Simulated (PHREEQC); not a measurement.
0.012 g of hydrous ferric oxide (600 m²/g; 0.2 weak and 0.005 strong sites per Fe, Dzombak-Morel constants, diffuse double layer) in 1 kg of water with 0.005 mol/kgw of an inert sodium salt and 6.8e-08 mol Na2SO4 and 1.3e-05 mol MnCl2, at 25 °C; the pH is set by adding NaOH or the inert anion's acid. The system is closed to oxygen. No CO2 enters from the air. Precipitation was switched off in this run.

Equilibrium calculation in PHREEQC: ion-association model, wateq4f.dat.

```tsv
pH	S sorbed (%)	Mn sorbed (%)	surface charge σ (C/m²)	surface potential ψ (mV)
3	99.9	0.0	0.301	215
3.67	?	0.0	0.220	203
4.33	?	0.0	0.147	183
5	95.5	0.0	0.090	158
5.67	?	0.0	0.051	129
6.33	?	0.7	0.027	97
7.67	0.1	11.1	0.005	30
8.33	0.0	38.4	?	10
9	0.0	?	0.000	-2
9.67	0.0	89.4	-0.003	-17
10.33	0.0	96.7	-0.006	-35
11	0.0	98.7	-0.012	-57
```

**Question.** Fill in the missing entries.

**Answer.** 
- 3.67, S sorbed (%): 99.8
- 4.33, S sorbed (%): 99.3
- 5.67, S sorbed (%): 69.9
- 6.33, S sorbed (%): 16.6
- 8.33, surface charge σ (C/m²): 0.002
- 9, Mn sorbed (%): 70.8

The oxide is taken as insoluble; below pH 4 it would dissolve.
